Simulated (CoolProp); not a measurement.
Vapour-liquid equilibrium of hydrogen sulfide (1) + isobutane (2) at 284.5 K; x and y are mole fractions of (1).

Model: multi-fluid Helmholtz-energy mixture model, Lemmon 2006 and Bücker 2006; pair parameters Kunz 2012, in CoolProp.

```json
[
 {"x": "0.05", "bubble pressure, mixture model (MPa)": "0.3218", "bubble pressure, Raoult's law (MPa)": "0.2900", "y, mixture model": "0.300", "y, Raoult's law": "0.245"},
 {"x": "0.2", "bubble pressure, mixture model (MPa)": "0.5890", "bubble pressure, Raoult's law (MPa)": "0.4685", "y, mixture model": "0.653", "y, Raoult's law": "0.606"},
 {"x": "0.35", "bubble pressure, mixture model (MPa)": "0.8117", "bubble pressure, Raoult's law (MPa)": "0.6471", "y, mixture model": "0.776", "y, Raoult's law": "0.768"},
 {"x": "0.5", "bubble pressure, mixture model (MPa)": "0.9822", "bubble pressure, Raoult's law (MPa)": "0.8256", "y, mixture model": "0.839", "y, Raoult's law": "0.860"},
 {"x": "0.65", "bubble pressure, mixture model (MPa)": "1.119", "bubble pressure, Raoult's law (MPa)": "1.004", "y, mixture model": "0.883", "y, Raoult's law": "0.920"},
 {"x": "0.8", "bubble pressure, mixture model (MPa)": "1.244", "bubble pressure, Raoult's law (MPa)": "1.183", "y, mixture model": "0.926", "y, Raoult's law": "0.961"},
 {"x": "0.95", "bubble pressure, mixture model (MPa)": "1.375", "bubble pressure, Raoult's law (MPa)": "1.361", "y, mixture model": "0.978", "y, Raoult's law": "0.992"}
]
```

The largest gap from Raoult's law is +25.7 % in bubble pressure, at x = 0.2. No azeotrope shows between x = 0.05 and 0.95.

Pair parameters are fitted to limited data, so mixtures are less certain than the pure fluids.
